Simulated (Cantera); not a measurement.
A closed system holds: 1 mol BF3, 2 mol H2O, 0.1 mol N2, equilibrated at 1473 K and 1.95 Torr.

These are equilibrium values from Cantera (NASA tables, ideal gas, pure condensed phases), not measurements of a reactor. Candidate condensed phases: B, BN, B2O3, B3O3H3, H2O; 62 gas species. Gases not in the tables: H3BO3. Kinetics and transport are ignored.

Base state: HF 0.507, H2O 0.222, BOF 0.207, HBO2 0.0306, N2 0.0246, BF3 0.00792, H2 0.000419, O2 0.000186 (mole fractions); condensed: gas only.

Problem. What changes in the equilibrium state with this change: 0.0072 mol Cl2 added?

Solution. 
```tsv
species	before	after
HF	0.507	0.505
H2O	0.222	0.221
BOF	0.207	0.206
HCl	0	0.00348
HBO2	0.0306	0.0304
N2	0.0246	0.0245
Cl	0	5.12e-5
O2	0.000186	0.000924
```
Further candidate phases: NH4Cl.
